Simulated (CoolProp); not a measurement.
Vapour-liquid equilibrium of R134a (1) + R1234ze(E) (2) at 13.55 °C; x and y are mole fractions of (1).

Model: multi-fluid Helmholtz-energy mixture model, Tillner-Roth 1994 and Thol 2016; pair parameters Bell 2022, in CoolProp.

```json
[
 {"x": "0.05", "bubble pressure, mixture model (kPa)": "357.3", "bubble pressure, Raoult's law (kPa)": "353.2", "y, mixture model": "0.073", "y, Raoult's law": "0.066"},
 {"x": "0.125", "bubble pressure, mixture model (kPa)": "371.1", "bubble pressure, Raoult's law (kPa)": "362.1", "y, mixture model": "0.172", "y, Raoult's law": "0.161"},
 {"x": "0.2", "bubble pressure, mixture model (kPa)": "383.4", "bubble pressure, Raoult's law (kPa)": "371.0", "y, mixture model": "0.261", "y, Raoult's law": "0.251"},
 {"x": "0.275", "bubble pressure, mixture model (kPa)": "394.6", "bubble pressure, Raoult's law (kPa)": "379.9", "y, mixture model": "0.343", "y, Raoult's law": "0.337"},
 {"x": "0.35", "bubble pressure, mixture model (kPa)": "404.8", "bubble pressure, Raoult's law (kPa)": "388.8", "y, mixture model": "0.419", "y, Raoult's law": "0.420"},
 {"x": "0.425", "bubble pressure, mixture model (kPa)": "414.1", "bubble pressure, Raoult's law (kPa)": "397.7", "y, mixture model": "0.492", "y, Raoult's law": "0.498"},
 {"x": "0.5", "bubble pressure, mixture model (kPa)": "422.7", "bubble pressure, Raoult's law (kPa)": "406.6", "y, mixture model": "0.561", "y, Raoult's law": "0.573"},
 {"x": "0.575", "bubble pressure, mixture model (kPa)": "430.6", "bubble pressure, Raoult's law (kPa)": "415.5", "y, mixture model": "0.629", "y, Raoult's law": "0.645"},
 {"x": "0.65", "bubble pressure, mixture model (kPa)": "437.9", "bubble pressure, Raoult's law (kPa)": "424.5", "y, mixture model": "0.695", "y, Raoult's law": "0.714"},
 {"x": "0.725", "bubble pressure, mixture model (kPa)": "444.7", "bubble pressure, Raoult's law (kPa)": "433.4", "y, mixture model": "0.761", "y, Raoult's law": "0.780"},
 {"x": "0.8", "bubble pressure, mixture model (kPa)": "451.1", "bubble pressure, Raoult's law (kPa)": "442.3", "y, mixture model": "0.826", "y, Raoult's law": "0.843"},
 {"x": "0.875", "bubble pressure, mixture model (kPa)": "457.0", "bubble pressure, Raoult's law (kPa)": "451.2", "y, mixture model": "0.891", "y, Raoult's law": "0.904"},
 {"x": "0.95", "bubble pressure, mixture model (kPa)": "462.5", "bubble pressure, Raoult's law (kPa)": "460.1", "y, mixture model": "0.956", "y, Raoult's law": "0.962"}
]
```

The largest gap from Raoult's law is +4.1 % in bubble pressure, at x = 0.425. No azeotrope shows between x = 0.05 and 0.95.

Pair parameters are fitted to limited data, so mixtures are less certain than the pure fluids.
